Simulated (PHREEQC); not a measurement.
Make-up at 25 °C: 0.0039 mol HF, 0.002 mol (NH4)2SiF6, 0.076 mol H3BO3 and 6.4e-05 mol HCl per kg of water. Closed to the air; pH follows from the charge balance.

Equilibrium calculation in PHREEQC: ion-association model, phreeqc.dat.

Question: The ionic strength comes out as 0.00536 mol/kgw. What activity coefficients do SiF6-2, BF4-, H+, HF2-, F- get?

Answer: SiF6-2 0.74, BF4- 0.92, H+ 0.93, HF2- 0.92, F- 0.92.

Precipitation was switched off in this run. Examples of supersaturated solids here: Quartz (slow to form), Chalcedony (slow to form). Others may be too. SiF6-2 is the database's only silicon fluoride. Real BF4- forms and hydrolyses slowly; the run takes it at equilibrium.
